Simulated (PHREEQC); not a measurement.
A solution holds 0.024 mol HF, 0.021 mol NH4HF2 and 0.0011 mol (NH4)2SiF6 per kg of water, at 25 °C. Closed to the air; pH follows from the charge balance.

All values are PHREEQC results (ion-association model, wateq4f.dat), not measurements.

Each row changes one thing in this solution. This is a speciation only: nothing precipitates in the calculation.

```csv
case,pH,ionic strength (mol/kgw),HF (mol/kgw),F- (mol/kgw),H2F2 (mol/kgw),HF2- (mol/kgw)
as made,2.87,0.0259,0.0345,0.0199,0.00313,0.00265
0.00026 mol/kgw K3PO4 added,2.88,0.0266,0.0341,0.0204,0.00306,0.00268
NH4HF2 from 0.021 to 0.0315 mol/kgw,2.93,0.0361,0.0409,0.0284,0.00439,0.00449
temperature from 25 to 65 °C,3.11,0.0252,0.0392,0.0186,0.000858,0.00323
temperature from 25 to 80 °C,3.23,0.0250,0.0402,0.0185,0.000482,0.00320
(NH4)2SiF6 replaced by NH4Cl at the same molality,2.87,0.0236,0.0345,0.0199,0.00313,0.00265
diluted 2-fold with water,2.90,0.0135,0.0185,0.0111,0.000897,0.000791
diluted 10-fold with water,3.07,0.00332,0.00350,0.00295,3.20e-5,3.97e-5
HF from 0.024 to 0.0024 mol/kgw,3.13,0.0251,0.0191,0.0203,0.000960,0.00150
```

Species that the database lacks are ignored. wateq4f.dat counts part of the HF as a dimer, H2F2, which phreeqc.dat doesn't know; its constant is uncertain. H3PO4, which wateq4f.dat lacks, is added to it with the constant of phreeqc.dat. Constants without temperature data keep their 25 °C values here. SiF6-2 is the database's only silicon fluoride.
